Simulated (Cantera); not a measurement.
An isothermal, constant-pressure homogeneous reactor starts with NO : N2 = 1 : 0.34 (molar parts), at 1498 K and 518 Torr. Integrator tolerance rtol = 1e-08.

Computed with Cantera and GRI-Mech 3.0 (53 species, 325 reactions).

### Question
What does this change do: temperature 1498 to 2098 K?

### Answer
```tsv
quantity	before	after
x(NO) at 100 s	0.385 (gas-phase equilibrium 0.00145)	0.0117 (gas-phase equilibrium 0.0117)
x(N2) at 100 s	0.434 (gas-phase equilibrium 0.626)	0.621 (gas-phase equilibrium 0.621)
x(O2) at 100 s	0.179 (gas-phase equilibrium 0.372)	0.367 (gas-phase equilibrium 0.367)
x(N2O) at 100 s	4.80e-5 (gas-phase equilibrium 6.57e-8)	4.80e-7 (gas-phase equilibrium 4.80e-7)
x(O) at 100 s	2.05e-6 (gas-phase equilibrium 2.92e-6)	0.00101 (gas-phase equilibrium 0.00101)
x(NO2) at 100 s	0.00159 (gas-phase equilibrium 8.59e-6)	1.88e-5 (gas-phase equilibrium 1.88e-5)
```

### Question
What does this change do: temperature 1498 to 1648 K?

### Answer
```json
[
 {"quantity": "x(NO) at 100 s", "before": "0.385 (gas-phase equilibrium 0.00145)", "after": "0.0955 (gas-phase equilibrium 0.00282)"},
 {"quantity": "x(N2) at 100 s", "before": "0.434 (gas-phase equilibrium 0.626)", "after": "0.579 (gas-phase equilibrium 0.625)"},
 {"quantity": "x(O2) at 100 s", "before": "0.179 (gas-phase equilibrium 0.372)", "after": "0.325 (gas-phase equilibrium 0.372)"},
 {"quantity": "x(N2O) at 100 s", "before": "4.80e-5 (gas-phase equilibrium 6.57e-8)", "after": "3.32e-6 (gas-phase equilibrium 1.23e-7)"},
 {"quantity": "x(O) at 100 s", "before": "2.05e-6 (gas-phase equilibrium 2.92e-6)", "after": "1.75e-5 (gas-phase equilibrium 1.87e-5)"},
 {"quantity": "x(NO2) at 100 s", "before": "0.00159 (gas-phase equilibrium 8.59e-6)", "after": "0.000350 (gas-phase equilibrium 1.10e-5)"}
]
```
